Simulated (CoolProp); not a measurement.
The numbers come from the reference Helmholtz-energy equation of state, Span 1996 in CoolProp.

Q: For carbon dioxide, give the phase and the Z, cp (kJ/(kg K)), cv (kJ/(kg K)), isothermal compressibility (1/MPa) at 67.65 °C and 1.75 MPa.

A: 
- 67.65 °C and 1.75 MPa: gas; Z 0.943, cp 0.972, cv 0.723, isothermal compressibility 0.607
